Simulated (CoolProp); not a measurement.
Ammonia at 293.15 K and 0.334 MPa is compressed adiabatically to 2.11 MPa with isentropic efficiency 0.6. Each further row changes one setting.

The numbers come from the reference Helmholtz-energy equation of state, Gao 2020 in CoolProp.

| case | work (kJ/kg) | final temperature (K) | final density (kg/m³) |
|---|---|---|---|
| as stated | (withheld) | (withheld) | (withheld) |
| efficiency 1 | (withheld) | (withheld) | 10.3 |
| efficiency 0.65 | 482 | 507.9 | 8.78 |

**Question.** What belongs in the gaps?

**Answer.** 
- as stated, work (kJ/kg): 522
- as stated, final temperature (K): 523.2
- as stated, final density (kg/m³): 8.49
- efficiency 1, work (kJ/kg): 313
- efficiency 1, final temperature (K): 443.1
